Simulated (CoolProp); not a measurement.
Vapour-liquid equilibrium of propane (1) + dimethyl ether (2) at 228.4 K; x and y are mole fractions of (1).

Model: multi-fluid Helmholtz-energy mixture model, Lemmon 2009 and Wu 2011; pair parameters Bell 2016, in CoolProp.

Question: Give the bubble pressure and the first vapour's composition at x = 0.35, 0.75, 0.85. Is there an azeotrope?

Answer: x = 0.35: 0.07200 MPa, y = 0.608; x = 0.75: 0.08643 MPa, y = 0.821; x = 0.85: 0.08850 MPa, y = 0.880. No azeotrope shows between x = 0.05 and 0.95.

The pair parameters rest on a limited set of measurements; away from them the model extrapolates.
